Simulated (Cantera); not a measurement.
Gas mixture: H2O : O2 = 0.79 : 0.45 (molar parts), at 18.8 Torr, frozen composition.

Cantera's kinetic-theory transport with the Lennard-Jones parameters of GRI-Mech 3.0, ideal gas; thermal conductivity in the multicomponent form. Polar gases are described roughly by these parameters.

One state of this run: ρ (kg/m³) = 0.00771; cp (J/kg/K) = 1643; μ (µPa s) = 37.8; λ (mW/m/K) = 92.1; Pr = 0.674; D (cm²/s) CH3 = 68.8; D (cm²/s) CO2 = 50.2; D (cm²/s) OH = 99.2. D: mixture-averaged diffusion coefficient of that species in the mixture.

**Question.** Which value of T (K) does it belong to?
A. 650
B. 1400
C. 900
D. 2150

**Answer.** C, 900
